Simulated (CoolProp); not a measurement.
The fluid at 250.87 K and 5.35 MPa is throttled through a valve to 0.388 MPa with no heat exchange. The same conditions are run with several fluids, on thermodynamics alone (safety and materials aside).

Model: reference Helmholtz-energy equation of state of each fluid (nitrogen: Span 2000; methane: Setzmann 1991; normal hydrogen: Leachman 2009; dry air: Lemmon 2000; CF4 (R14): Platzer 1990), in CoolProp. The equations of Platzer and Polt are older, rougher fits. Blends and air are pseudo-pure fits.

```json
[
 {"fluid": "nitrogen", "temperature change (K)": "-14.6", "final density (kg/m³)": "5.56"},
 {"fluid": "methane", "temperature change (K)": "-34.2", "final density (kg/m³)": "3.52"},
 {"fluid": "normal hydrogen", "temperature change (K)": "+1.1", "final density (kg/m³)": "0.372"},
 {"fluid": "dry air", "temperature change (K)": "-15.5", "final density (kg/m³)": "5.77"},
 {"fluid": "CF4 (R14)", "temperature change (K)": "-68.8", "final density (kg/m³)": "24.3"}
]
```
